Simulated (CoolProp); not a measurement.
A single-stage vapour-compression cycle with nitrous oxide: evaporating at 196.15 K (dew point), condensing at 219.15 K (bubble point), superheat 2 K, subcooling 5 K, compressor efficiency 0.7, no pressure losses. Each further row changes one setting.

Model: reference Helmholtz-energy equation of state, Lemmon 2006, in CoolProp. It is a short technical equation, of lower accuracy than the large ones.

```
case                              cooling COP  pressure ratio  discharge temperature (K)  refrigerating effect (kJ/kg)  volumetric capacity (kJ/m³)
--------------------------------  -----------  --------------  -------------------------  ----------------------------  ---------------------------
as stated                                5.38            2.88                      276.1                           331                         1770
evaporating temperature 201.15 K         7.24            2.23                      262.0                           334                         2260
condensing temperature 214.15 K          7.05            2.34                      259.7                           340                         1820
subcooling 10 K                          5.52            2.88                      276.1                           340                         1820
superheat 12 K                           5.22            2.88                      289.1                           340                         1720
compressor efficiency 0.6                4.61            2.88                      287.4                           331                         1770
```
